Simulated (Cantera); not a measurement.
Feed: 1 mol PbO, 0.045 mol H2O, 0.17 mol N2, equilibrated at 2.50 bar.

Equilibrium computed with Cantera from the NASA thermochemical tables; the gas is ideal and each condensed phase is pure. Candidate condensed phases: H2O, Pb, PbO, PbO2, Pb3O4; 27 gas species. Gases not in the tables: (PbO)n polymers. Equilibrium is a limit: real reactors are often held back by kinetics, nucleation or transport.

### Question
Which condensed phases are stable at each of these points (T (K)): 898, 948, 998, 1048, 1098, 1148, 1198, 1248, 1298, 1348, 1398, 1448?

### Answer
```tsv
T (K)	condensed phases	Pb condensed (%)
898	PbO(yellow)	100.0
948	PbO(yellow)	100.0
998	PbO(yellow)	100.0
1048	PbO(yellow)	100.0
1098	PbO(yellow)	100.0
1148	PbO(yellow)	100.0
1198	PbO(l)	100.0
1248	PbO(l)	100.0
1298	PbO(l)	100.0
1348	PbO(l)	100.0
1398	PbO(l)	100.0
1448	PbO(l)	100.0
```

From 898 K to 1148 K the condensed part is PbO(yellow). From 1198 K to 1448 K the condensed part is PbO(l).
